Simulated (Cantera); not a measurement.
A perfectly stirred reactor is fed with CH₄ : H₂ : O₂ : N₂ : CO₂ = 1 : 0.64 : 1.55 : 5.82 : 1.2 (molar parts), equivalence ratio 1.5, at 760 Torr; it is adiabatic with a 300 K inlet, and is followed from long to short residence time, starting on the burning branch (τ in s: 0.14, 0.068, 0.034, 0.017, 0.0082, 0.004, 0.002, 0.00097, 0.00048, 0.00024, 0.00012, 5.7e-05).

Detailed kinetics in Cantera: GRI-Mech 3.0 (53 species, 325 reactions).

Question: What does this change do: H2 0.64 to 0.95 parts?

Answer: 
```
quantity                                                                      before                               after
------------------------------------------------  ----------------------------------  ----------------------------------
blow-out, bracketed by the residence times tried  burning at 4.00 ms, out at 2.00 ms  burning at 4.00 ms, out at 2.00 ms
x(CH₄) at τ = 0.140 s                                                        0.00329                             0.00511
x(H₂) at τ = 0.140 s                                                          0.0419                              0.0527
x(O₂) at τ = 0.140 s                                                         0.00106                             0.00125
x(C₂H₆) at τ = 0.140 s                                                       7.72e-6                             1.32e-5
x(NO) at τ = 0.140 s                                                         2.49e-6                             8.62e-7
x(CH₄) at τ = 2.00 ms                                                         0.0979                              0.0951
x(H₂) at τ = 2.00 ms                                                          0.0627                              0.0903
x(O₂) at τ = 2.00 ms                                                           0.152                               0.147
x(C₂H₆) at τ = 2.00 ms                                                        <1e-12                              <1e-12
x(NO) at τ = 2.00 ms                                                          <1e-12                              <1e-12
```

Question: What does this change do: inlet temperature 300 to 725 K?

Answer: 
| quantity | before | after |
|---|---|---|
| blow-out, bracketed by the residence times tried | burning at 4.00 ms, out at 2.00 ms | burning at 0.240 ms, out at 0.120 ms |
| x(CH₄) at τ = 0.140 s | 0.00329 | 4.47e-5 |
| x(H₂) at τ = 0.140 s | 0.0419 | 0.0427 |
| x(O₂) at τ = 0.140 s | 0.00106 | 9.00e-5 |
| x(C₂H₆) at τ = 0.140 s | 7.72e-6 | 1.76e-9 |
| x(NO) at τ = 0.140 s | 2.49e-6 | 0.000126 |
| x(CH₄) at τ = 2.00 ms | 0.0979 | 0.000263 |
| x(H₂) at τ = 2.00 ms | 0.0627 | 0.0436 |
| x(O₂) at τ = 2.00 ms | 0.152 | 0.00154 |
| x(C₂H₆) at τ = 2.00 ms | <1e-12 | 9.60e-8 |
| x(NO) at τ = 2.00 ms | <1e-12 | 0.000154 |
